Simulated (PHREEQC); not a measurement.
Solution (25 °C): 0.023 mol H2SO4 and 0.028 mol Al(NO3)3 per kg of water. Closed to the air; pH follows from the charge balance.

Model: ion-association model, phreeqc.dat, run in PHREEQC.

**Question.** The ionic strength comes out as 0.147 mol/kgw. What activity coefficients do Al+3, H+, AlHSO4+2, NO3-, AlSO4+ get?

**Answer.** Al+3 0.15, H+ 0.81, AlHSO4+2 0.33, NO3- 0.72, AlSO4+ 0.75.

No solid was allowed to form. Complexes and solids missing from the database can't appear.
